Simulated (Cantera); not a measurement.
A perfectly stirred reactor is fed with 11.5 % C2H6, 88.5 % N2, at 10.00 Torr; it is held at 1773 K, and followed from long to short residence time.

Cantera simulation using GRI-Mech 3.0 (53 species, 325 reactions); the numbers are that mechanism's predictions, not measurements. GRI-Mech 3.0 stops at C3 and has no aromatics, soot or wall deposition, so with more carbon than oxygen in the feed, carbon stays in small species such as C2H2 where larger ones or solid carbon would form. Radical loss at walls, strong at low pressure, is not modelled.

Problem. Predict: x(C2H6) at τ = 13.0 s; x(HCN) at τ = 13.0 s; x(C2H4) at τ = 13.0 s; x(CH4) at τ = 13.0 s; x(CH3) at τ = 13.0 s; x(C2H6) at τ = 41.0 ms; x(HCN) at τ = 41.0 ms; x(C2H4) at τ = 41.0 ms; x(CH4) at τ = 41.0 ms; x(CH3) at τ = 41.0 ms.

Solution. x(C2H6) at τ = 13.0 s: 2.10e-6
x(HCN) at τ = 13.0 s: 0.000517
x(C2H4) at τ = 13.0 s: 1.98e-5
x(CH4) at τ = 13.0 s: 0.00205
x(CH3) at τ = 13.0 s: 0.000258
x(C2H6) at τ = 41.0 ms: 0.000572
x(HCN) at τ = 41.0 ms: 3.12e-5
x(C2H4) at τ = 41.0 ms: 0.00271
x(CH4) at τ = 41.0 ms: 0.0220
x(CH3) at τ = 41.0 ms: 0.00452
